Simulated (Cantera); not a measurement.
A closed system holds: 1 mol BN, 0.91 mol NF3, 4.9 mol N2, held at 700 K and 4.73 Torr.

These are equilibrium values from Cantera (NASA tables, ideal gas, pure condensed phases), not measurements of a reactor. Candidate condensed phases: B, BN; 13 gas species. Rates play no part.

Base state: N2 0.865, BF3 0.135 (mole fractions); condensed: BN(s).

**Question.** What changes in the equilibrium state with this change: NF3 from 0.91 to 16 mol?

**Answer.** 
```csv
species,before,after
F2,<1e-9,0.364
N2,0.865,0.325
NF3,<1e-9,0.266
F,<1e-9,0.0109
BF3,0.135,0.0342
"BN(s), mol",0.0900,0
```
